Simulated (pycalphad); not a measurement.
CALPHAD calculation (pycalphad, COST 507 light-alloy database (1999)), 1 atm. These are 1990s assessments: newer ones move some temperatures and phases. Diffusion is slow at the low end, where real alloys seldom reach equilibrium.

**Question.** How does the equilibrium phase assembly of Ti-11.1Hf-0.32B (at.%) change on cooling from 2577 °C to 252 °C?

**Answer.** 
```csv
T (°C),phases above,phases below
1646.6,liquid,bcc + liquid
1544.2,bcc + liquid,bcc + BM
816.7,bcc + BM,bcc + BM + hcp
810.1,bcc + BM + hcp,BM + hcp
```
Changes were sought between steps of 75 K, so a narrower field can be missed.

Database names, with the compositions (at.%) that they take in these runs: BM: Ti 49 B 50 Hf 0.
